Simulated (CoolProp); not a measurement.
Ethanol at several states: Z from the reference equation and from simpler models built on Tc = 241.6 °C, pc = 6.268 MPa, ω = 0.644; each cubic takes its own stable root.

Model: reference Helmholtz-energy equation of state, Schroeder 2014, in CoolProp.

```json
[
 {"T (°C)": "57.65", "p (MPa)": "0.11", "phase": "liquid", "reference": "0.002436", "van der Waals": "0.9853", "Redlich-Kwong": "0.9793", "Soave-Redlich-Kwong": "0.002869", "Peng-Robinson": "0.002546"},
 {"T (°C)": "311.65", "p (MPa)": "28.7", "phase": "supercritical", "reference": "0.5818", "van der Waals": "0.8070", "Redlich-Kwong": "0.6776", "Soave-Redlich-Kwong": "0.7444", "Peng-Robinson": "0.6809"},
 {"T (°C)": "305.35", "p (MPa)": "8.4", "phase": "supercritical", "reference": "0.7048", "van der Waals": "0.5676", "Redlich-Kwong": "0.5996", "Soave-Redlich-Kwong": "0.7014", "Peng-Robinson": "0.6682"},
 {"T (°C)": "-47.15", "p (MPa)": "0.24", "phase": "liquid", "reference": "0.006949", "van der Waals": "0.01288", "Redlich-Kwong": "0.008648", "Soave-Redlich-Kwong": "0.008258", "Peng-Robinson": "0.007373"},
 {"T (°C)": "253.35", "p (MPa)": "5.49", "phase": "gas", "reference": "0.6749", "van der Waals": "0.6572", "Redlich-Kwong": "0.6320", "Soave-Redlich-Kwong": "0.6510", "Peng-Robinson": "0.6236"}
]
```

At some of these states van der Waals, Redlich-Kwong gives the other phase, because its saturation line lies elsewhere.
